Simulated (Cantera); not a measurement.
An isothermal, constant-pressure homogeneous reactor starts with N₂O : N₂ = 1 : 0.96 (molar parts), at 1400 K and 10.00 Torr. Integrator tolerance rtol = 1e-08.

Detailed kinetics in Cantera: GRI-Mech 3.0 (53 species, 325 reactions). GRI-Mech 3.0 was tuned for natural gas; its chemistry of N2O as a main component is partial and can be far from experiment. Radical loss at walls, strong at low pressure, is not modelled. The temperature is held fixed by assumption; the heat of reaction is taken as removed at once.

**Question.** What does this change do: temperature 1400 to 1125 K?

**Answer.** 
| quantity | before | after |
|---|---|---|
| x(N₂O) at 100 s | 1.86e-6 (gas-phase equilibrium 5.30e-9) | 0.409 (gas-phase equilibrium 9.03e-10) |
| x(NO) at 100 s | 0.0791 (gas-phase equilibrium 0.000720) | 0.00618 (gas-phase equilibrium 0.000106) |
| x(N₂) at 100 s | 0.757 (gas-phase equilibrium 0.796) | 0.548 (gas-phase equilibrium 0.797) |
| x(NO₂) at 100 s | 5.93e-5 (gas-phase equilibrium 6.05e-7) | 1.14e-6 (gas-phase equilibrium 2.97e-7) |
| x(O) at 100 s | 3.36e-6 (gas-phase equilibrium 3.72e-6) | 5.24e-7 (gas-phase equilibrium 1.81e-8) |
| x(O₂) at 100 s | 0.164 (gas-phase equilibrium 0.203) | 0.0372 (gas-phase equilibrium 0.203) |
The mechanism lacks the step 2 NO + O2 → 2 NO2, which can matter for NO2 below about 1400 K.

**Question.** What does this change do: temperature 1400 to 1598 K?

**Answer.** 
| quantity | before | after |
|---|---|---|
| x(N₂O) at 100 s | 1.86e-6 (gas-phase equilibrium 5.30e-9) | 3.80e-6 (gas-phase equilibrium 1.32e-8) |
| x(NO) at 100 s | 0.0791 (gas-phase equilibrium 0.000720) | 0.117 (gas-phase equilibrium 0.00190) |
| x(N₂) at 100 s | 0.757 (gas-phase equilibrium 0.796) | 0.738 (gas-phase equilibrium 0.796) |
| x(NO₂) at 100 s | 5.93e-5 (gas-phase equilibrium 6.05e-7) | 4.49e-5 (gas-phase equilibrium 8.70e-7) |
| x(O) at 100 s | 3.36e-6 (gas-phase equilibrium 3.72e-6) | 4.76e-5 (gas-phase equilibrium 5.55e-5) |
| x(O₂) at 100 s | 0.164 (gas-phase equilibrium 0.203) | 0.144 (gas-phase equilibrium 0.202) |

**Question.** What does this change do: N2 0.96 to 2.1 parts?

**Answer.** 
```
quantity                                          before                                    after
---------------  ---------------------------------------  ---------------------------------------
x(N₂O) at 100 s  1.86e-6 (gas-phase equilibrium 5.30e-9)  9.65e-7 (gas-phase equilibrium 4.74e-9)
x(NO) at 100 s   0.0791 (gas-phase equilibrium 0.000720)  0.0540 (gas-phase equilibrium 0.000618)
x(N₂) at 100 s       0.757 (gas-phase equilibrium 0.796)      0.834 (gas-phase equilibrium 0.861)
x(NO₂) at 100 s  5.93e-5 (gas-phase equilibrium 6.05e-7)  3.35e-5 (gas-phase equilibrium 4.29e-7)
x(O) at 100 s    3.36e-6 (gas-phase equilibrium 3.72e-6)  2.78e-6 (gas-phase equilibrium 3.07e-6)
x(O₂) at 100 s       0.164 (gas-phase equilibrium 0.203)      0.112 (gas-phase equilibrium 0.139)
```
